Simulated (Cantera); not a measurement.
A closed system holds: 1 mol BN, 0.18 mol H2, equilibrated at 1598 K and 2.00 Pa.

Cantera equilibrium calculation (NASA polynomials, part measured and part estimated; ideal gas, pure solids and liquids). Candidate condensed phases: B, BN; 15 gas species. Mutual solubility and eutectic melting of coexisting phases are not modelled. The tables' values for BH2 are old estimates; treat these amounts as uncertain. Equilibrium is a limit: real reactors are often held back by kinetics, nucleation or transport.

Base state: H2 0.985, H 0.0118, N2 0.00317, BH2 2.52e-5 (mole fractions); condensed: B(s) + BN(s).

Q: What changes in the equilibrium state with this change: pressure from 2.00 Pa to 830 Pa?

A: 
```csv
species,before,after
H2,0.985,0.999
H,0.0118,0.000584
BH2,2.52e-5,2.13e-5
N2,0.00317,1.10e-5
"B(s), mol",0.00115,0
"BN(s), mol",0.999,1.000
```
